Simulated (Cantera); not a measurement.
A Cantera script and what it prints.

```python
import numpy as np
import cantera as ct

gas_names = """
    AL ALH ALN ALO ALOH ALO2 ALO2H AL2 AL2O AL2O2 H HALO HNO HNO2 HNO3 HO2 H2 H2O H2O2 N NH NH2 NH3
    NH2OH NO NO2 NO3 N2 N2H2 N2H4 N2O O OH O2 O3
""".split()
cond_names = """
    AL(cr) AL(L) ALN(s) AL2O3(a) AL2O3(L) H2O(s) H2O(L)
""".split()


# ... load() reads the species with a 1 bar reference pressure and builds the phases ...
atoms = {
    'Al': {'AL': 1},
    'N2O': {'N': 2, 'O': 1},
    'N2': {'N': 2},
    'H2O': {'H': 2, 'O': 1},
}
top_T = {'ALN(s)': 2750}  # K; cautious upper limits of use, not melting points


# ... equilibrate(T, P, feed) seeds the gas with the atoms and calls Mixture.equilibrate('TP', solver="vcs", rtol=1e-11, max_steps=5000) ...
results = []
feed = {'Al': 1, 'N2O': 3.7, 'N2': 3.4, 'H2O': 41}  # mol
T = 1498.15  # K
P = 133.322  # Pa
mix = equilibrate(T, P, feed)
results.append((T, P, feed, dict(zip(mix.species_names, mix.species_moles))))
print(gas.report(threshold=1e-06))
for i in range(1, mix.n_phases):
    print(f"{mix.phase(i).name:16s} {mix.phase_moles(i):12.5e} mol")
```

It prints:

```
       temperature   1498.2 K
          pressure   133.32 Pa
           density   0.00021154 kg/m^3
  mean mol. weight   19.764 kg/kmol
   phase of matter   gas

                          1 kg             1 kmol
                     ---------------   ---------------
          enthalpy       -7.8278e+06       -1.5471e+08  J
   internal energy        -8.458e+06       -1.6717e+08  J
           entropy             15629         3.089e+05  J/K
    Gibbs function       -3.1243e+07       -6.1749e+08  J
 heat capacity c_p            2289.4             45248  J/K
 heat capacity c_v            1868.7             36933  J/K

                      mass frac. Y      mole frac. X     chem. pot. / RT
                     ---------------   ---------------   ---------------
                 H        4.0391e-07        7.9196e-06           -16.696
                H2         2.878e-05        0.00028215           -33.392
               H2O           0.75877           0.83245           -52.495
                NO        0.00025624        0.00016878           -36.385
                N2           0.20436           0.14418           -34.565
                 O        1.3072e-05        1.6148e-05           -19.103
                OH        0.00057055        0.00066305           -35.799
                O2          0.035999          0.022235           -38.205
     [  +27 minor]        6.1697e-08        3.2198e-08

AL(L)             0.00000e+00 mol
ALN(s)            0.00000e+00 mol
AL2O3(a)          5.00000e-01 mol
```

These are equilibrium values from Cantera (NASA tables, ideal gas, pure condensed phases), not measurements of a reactor.
